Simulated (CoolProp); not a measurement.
Computed with CoolProp (reference Helmholtz-energy equation of state, Thol 2014).

**Question.** For diethyl ether, give the phase and the Z, cv (kJ/(kg K)), Joule-Thomson coefficient (K/MPa) at 498.6 K and 0.38 MPa.

**Answer.** 
- 498.6 K and 0.38 MPa: gas; Z 0.972, cv 2.14, Joule-Thomson coefficient 6.73
